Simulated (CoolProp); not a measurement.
Saturation properties of C2F6 (R116) (Tc = 293.0 K, pc = 3.048 MPa, ω = 0.257).

Values from CoolProp's reference Helmholtz-energy equation of state, Lemmon 2006. It is a short technical equation, of lower accuracy than the large ones.

```tsv
T (K)	p (MPa)	enthalpy of vaporisation (kJ/kg)	liquid cp (kJ/(kg K))	liquid conductivity (mW/(m K))
203.1	0.1531	113.4	0.9628	72.9
205.3	0.1703	112.4	0.9689	72.0
207.4	0.1880	111.4	0.9749	?
209.5	?	110.4	0.9810	70.4
211.7	0.2288	109.3	0.9877	69.5
213.8	0.2510	108.3	0.9942	68.7
215.9	0.2748	107.2	1.001	67.8
218.1	0.3015	106.1	?	67.0
220.2	0.3288	105.0	1.015	?
222.3	0.3579	103.8	1.023	65.3
224.4	0.3889	102.7	1.030	64.5
226.6	0.4235	101.4	1.039	63.6
228.7	0.4587	100.2	1.047	62.8
230.8	0.4960	98.99	1.055	62.0
233	0.5374	97.66	1.065	61.1
```

Task: Complete the blanks.

Result: 
- 207.4, liquid conductivity (mW/(m K)): 71.2
- 209.5, p (MPa): 0.2072
- 218.1, liquid cp (kJ/(kg K)): 1.008
- 220.2, liquid conductivity (mW/(m K)): 66.1

It boils at 195.1 K under 1 atm.

Thermal conductivity comes from a separate model (Huber 2003), an estimate that may be off by 10 % or more.
